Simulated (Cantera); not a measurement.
Charge: 1 mol SiCl4, 130 mol H2, at 133 Pa.

Method: chemical equilibrium by Gibbs-energy minimisation in Cantera with the NASA 1993 tables (ideal gas, pure condensed phases). Candidate condensed phases: Si; 19 gas species. Gases not in the tables: Si2H6 and higher silanes. Rates play no part.

**Question.** What share of the Si ends up in condensed phases as a function of T (°C), at 775, 875, 975, 1075, 1175, 1275, 1375, 1475?

**Answer.** 
| T (°C) | Si condensed (%) | as |
|---|---|---|
| 775 | 72.4 | Si(s) |
| 875 | 76.9 | Si(s) |
| 975 | 75.4 | Si(s) |
| 1075 | 73.5 | Si(s) |
| 1175 | 71.6 | Si(s) |
| 1275 | 69.5 | Si(s) |
| 1375 | 65.3 | Si(s) |
| 1475 | 53.1 | Si(l) |
